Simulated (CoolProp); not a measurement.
Saturation properties of n-octane (Tc = 568.7 K, pc = 2.484 MPa, ω = 0.398).

Model: reference Helmholtz-energy equation of state, Beckmüller 2019, in CoolProp.

```json
[
 {"T (K)": "443.3", "p (MPa)": "0.3019", "liquid cp (kJ/(kg K))": "2.868", "liquid viscosity (µPa s)": "144", "vapour viscosity (µPa s)": "8.39", "liquid conductivity (mW/(m K))": "85.8"},
 {"T (K)": "448.9", "p (MPa)": "0.3403", "liquid cp (kJ/(kg K))": "2.898", "liquid viscosity (µPa s)": "138", "vapour viscosity (µPa s)": "8.51", "liquid conductivity (mW/(m K))": "84.5"},
 {"T (K)": "454.6", "p (MPa)": "0.3831", "liquid cp (kJ/(kg K))": "2.930", "liquid viscosity (µPa s)": "132", "vapour viscosity (µPa s)": "8.64", "liquid conductivity (mW/(m K))": "83.2"},
 {"T (K)": "460.2", "p (MPa)": "0.4291", "liquid cp (kJ/(kg K))": "2.962", "liquid viscosity (µPa s)": "126", "vapour viscosity (µPa s)": "8.78", "liquid conductivity (mW/(m K))": "81.9"},
 {"T (K)": "465.9", "p (MPa)": "0.4801", "liquid cp (kJ/(kg K))": "2.995", "liquid viscosity (µPa s)": "121", "vapour viscosity (µPa s)": "8.92", "liquid conductivity (mW/(m K))": "80.6"},
 {"T (K)": "471.5", "p (MPa)": "0.5345", "liquid cp (kJ/(kg K))": "3.030", "liquid viscosity (µPa s)": "116", "vapour viscosity (µPa s)": "9.07", "liquid conductivity (mW/(m K))": "79.4"},
 {"T (K)": "477.1", "p (MPa)": "0.5935", "liquid cp (kJ/(kg K))": "3.066", "liquid viscosity (µPa s)": "111", "vapour viscosity (µPa s)": "9.24", "liquid conductivity (mW/(m K))": "78.1"},
 {"T (K)": "482.8", "p (MPa)": "0.6584", "liquid cp (kJ/(kg K))": "3.104", "liquid viscosity (µPa s)": "106", "vapour viscosity (µPa s)": "9.42", "liquid conductivity (mW/(m K))": "76.9"},
 {"T (K)": "488.4", "p (MPa)": "0.7274", "liquid cp (kJ/(kg K))": "3.144", "liquid viscosity (µPa s)": "101", "vapour viscosity (µPa s)": "9.61", "liquid conductivity (mW/(m K))": "75.6"},
 {"T (K)": "494.1", "p (MPa)": "0.8031", "liquid cp (kJ/(kg K))": "3.188", "liquid viscosity (µPa s)": "96.8", "vapour viscosity (µPa s)": "9.82", "liquid conductivity (mW/(m K))": "74.4"},
 {"T (K)": "499.7", "p (MPa)": "0.8831", "liquid cp (kJ/(kg K))": "3.234", "liquid viscosity (µPa s)": "92.4", "vapour viscosity (µPa s)": "10.0", "liquid conductivity (mW/(m K))": "73.2"},
 {"T (K)": "505.3", "p (MPa)": "0.9690", "liquid cp (kJ/(kg K))": "3.284", "liquid viscosity (µPa s)": "88.0", "vapour viscosity (µPa s)": "10.3", "liquid conductivity (mW/(m K))": "72.0"},
 {"T (K)": "511", "p (MPa)": "1.063", "liquid cp (kJ/(kg K))": "3.341", "liquid viscosity (µPa s)": "83.7", "vapour viscosity (µPa s)": "10.6", "liquid conductivity (mW/(m K))": "70.8"},
 {"T (K)": "516.6", "p (MPa)": "1.162", "liquid cp (kJ/(kg K))": "3.404", "liquid viscosity (µPa s)": "79.5", "vapour viscosity (µPa s)": "10.9", "liquid conductivity (mW/(m K))": "69.7"}
]
```

It boils at 398.8 K under 1 atm.

Viscosity comes from a separate model (Huber 2004). Thermal conductivity comes from a separate model (Huber 2005).
